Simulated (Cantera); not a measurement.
An isothermal, constant-pressure homogeneous reactor starts with CH4 : N2 = 1 : 11 (molar parts), at 1823 K and 62.0 Pa.

Cantera simulation using GRI-Mech 3.0 (53 species, 325 reactions); the numbers are that mechanism's predictions, not measurements. GRI-Mech 3.0 stops at C3 and has no aromatics, soot or wall deposition, so with more carbon than oxygen in the feed, carbon stays in small species such as C2H2 where larger ones or solid carbon would form. Radical loss at walls, strong at low pressure, is not modelled.

x: mole fraction; the columns are a selection and need not sum to one.

```
t (s)        x CH4      x H2       x C2H     x CH3    x C2H4
--------  --------  --------  ----------  --------  --------
0.000200    0.0833   1.38e-7      <1e-12   8.71e-7    <1e-12
0.000570    0.0833   8.87e-7      <1e-12   2.97e-6  1.21e-12
0.00162     0.0833   4.30e-6      <1e-12   1.02e-5  6.61e-11
0.00462     0.0833   1.52e-5      <1e-12   3.21e-5   3.24e-9
0.0132      0.0832   4.67e-5      <1e-12   9.46e-5   1.05e-7
0.0375      0.0830  0.000141    1.28e-12  0.000272   2.70e-6
0.107       0.0824  0.000526    2.42e-10  0.000769   6.10e-5
0.304       0.0781   0.00433  (withheld)   0.00202   0.00107
0.866       0.0492    0.0417  (withheld)   0.00266   0.00322
2.47        0.0159    0.0917  (withheld)   0.00113  0.000356
7.02       0.00331     0.110  (withheld)  0.000351   2.41e-5
20.0      0.000398     0.114  (withheld)   7.47e-5   9.15e-7
```

Q: What belongs in the gaps?

A: 
- 0.304, x C2H: 1.71e-8
- 0.866, x C2H: 3.86e-7
- 2.47, x C2H: 1.08e-6
- 7.02, x C2H: 1.89e-6
- 20.0, x C2H: 3.44e-6
